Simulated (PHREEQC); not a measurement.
# Polishing slurry liquid (model solution)

A solution holds 0.00021 mol/kgw KOH and 0.0095 mol/kgw KH2PO4, at 25 °C. Closed to the air; pH follows from the charge balance.

Equilibrium calculation in PHREEQC: ion-association model, phreeqc.dat.

This is a speciation only: nothing precipitates in the calculation.

Task: Predict the pH, ionic strength.

Result: pH 5.44; ionic strength 0.00993 mol/kgw.

Task: In which forms is P present?

Result: H2PO4- 98 %, HPO4-2 2.3 % of the P.

Species that the database lacks are ignored.
